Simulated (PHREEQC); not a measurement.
Solution (20 °C): 0.057 mol/kgw HF, 0.006 mol/kgw H2SiF6 and 0.21 mol/kgw H3PO4. Closed to the air; pH follows from the charge balance.

Computed with PHREEQC (ion-association model, phreeqc.dat).

No solid was allowed to form.

Problem. What pH, density, ionic strength does the model give?

Solution. pH 1.37; density 1.010 g/cm³; ionic strength 0.0558 mol/kgw.

Problem. In which forms is F present?

Solution. HF 59 %, SiF6-2 39 %, F- 1.3 %, HF2- 0.5 % of the F.

SiF6-2 is the database's only silicon fluoride.
